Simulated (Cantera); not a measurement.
Transport properties of process gases

Gas mixture: 100 % N2O, at 1.48 atm, frozen composition.

Cantera's kinetic-theory transport with the Lennard-Jones parameters of GRI-Mech 3.0, ideal gas; thermal conductivity in the multicomponent form. The composition is frozen, though it would react at the higher temperatures.

```csv
T (K),ρ (kg/m³),cp (J/kg/K),μ (µPa s),λ (mW/m/K),Pr,D (cm²/s) CO2,D (cm²/s) CH3,D (cm²/s) C2H2
400,1.99,970.3,19.5,25.3,0.746,0.130,0.198,0.142
650,1.22,1127,29.1,44.1,0.744,0.316,0.470,0.343
900,0.882,1227,37.1,61.4,0.741,0.560,0.823,0.606
1150,0.690,1285,44.1,76.8,0.738,0.854,1.25,0.922
1400,0.567,1327,50.5,91.0,0.736,1.19,1.74,1.29
1650,0.481,1359,56.4,104,0.734,1.57,2.29,1.70
1900,0.418,1384,61.9,117,0.733,1.99,2.90,2.15
```
D: mixture-averaged diffusion coefficient of that species in the mixture.
